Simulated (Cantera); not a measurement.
An adiabatic, constant-volume homogeneous reactor starts with CO : H2 : CH4 : O2 : N2 = 1 : 0.36 : 0.14 : 3.1 : 11.6 (molar parts), equivalence ratio 0.31, at 1748 K and 360 Torr.

Model: GRI-Mech 3.0 (53 species, 325 reactions), integrated in Cantera.

### Question
Predict: time of steepest temperature rise; temperature at 0.700 s; equilibrium temperature; x(CO) at 0.700 s; x(H2) at 0.700 s; x(NO) at 0.700 s.

### Answer
| Property | Result |
|---|---|
| time of steepest temperature rise | 39.6 µs |
| temperature at 0.700 s | 2505 K |
| equilibrium temperature | 2505 K |
| x(CO) at 0.700 s | 0.00841 (gas-phase equilibrium 0.00841) |
| x(H2) at 0.700 s | 0.000745 (gas-phase equilibrium 0.000745) |
| x(NO) at 0.700 s | 0.0174 (gas-phase equilibrium 0.0174) |
